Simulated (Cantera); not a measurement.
An isothermal, constant-pressure homogeneous reactor starts with NO : N₂ = 1 : 0.1 (molar parts), at 1675 K and 10.00 Torr. Integrator tolerance rtol = 1e-08.

Cantera simulation using GRI-Mech 3.0 (53 species, 325 reactions); the numbers are that mechanism's predictions, not measurements. Radical loss at walls, strong at low pressure, is not modelled.

What does this change do: pressure from 10.00 Torr to 20.0 Torr?


| quantity | before | after |
|---|---|---|
| x(NO) at 20.0 s | 0.875 (gas-phase equilibrium 0.00323) | 0.846 (gas-phase equilibrium 0.00323) |
| x(O) at 20.0 s | 5.96e-5 (gas-phase equilibrium 0.000200) | 4.78e-5 (gas-phase equilibrium 0.000142) |
| x(N₂) at 20.0 s | 0.108 (gas-phase equilibrium 0.544) | 0.122 (gas-phase equilibrium 0.544) |
| x(N₂O) at 20.0 s | 0.000241 (gas-phase equilibrium 1.82e-8) | 0.000232 (gas-phase equilibrium 2.57e-8) |
| x(O₂) at 20.0 s | 0.0167 (gas-phase equilibrium 0.453) | 0.0314 (gas-phase equilibrium 0.453) |
| x(NO₂) at 20.0 s | 8.59e-5 (gas-phase equilibrium 1.81e-6) | 0.000168 (gas-phase equilibrium 2.57e-6) |
